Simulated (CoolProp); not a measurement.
A simple Rankine cycle with R236EA: condensing at 303.15 K, boiler at 1.1 MPa, turbine inlet 359.2 K, turbine efficiency 0.65, pump efficiency 0.7, no recuperator. Each further row changes one setting.

Values from CoolProp's reference Helmholtz-energy equation of state, Rui 2013.

```tsv
case	thermal efficiency (%)	net work (kJ/kg)	heat in (kJ/kg)	turbine exit temperature (K)	volume ratio over the turbine
as stated	7.8	14.8	191	328.1	5.00
turbine inlet 379.2 K	7.7	16.4	213	350.2	4.80
condensing temperature 295.15 K	8.8	17.7	201	323.9	6.60
boiler pressure 0.77 MPa	6.2	12.2	197	337.9	3.29
turbine efficiency 0.55	6.5	12.4	191	330.7	5.05
```
